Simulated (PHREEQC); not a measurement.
Solution (25 °C): 0.64 mol/kgw MgCl2, 0.11 mol/kgw K2SO4 and 1.3 mol/kgw NaCl. Closed to the air; pH follows from the charge balance.

All values are PHREEQC results (Pitzer model, pitzer.dat), not measurements.

This is a speciation only: nothing precipitates in the calculation.

Q: What activity of water, osmotic coefficient, density does the model give?

A: activity of water 0.910; osmotic coefficient 1.081; density 1.104 g/cm³.
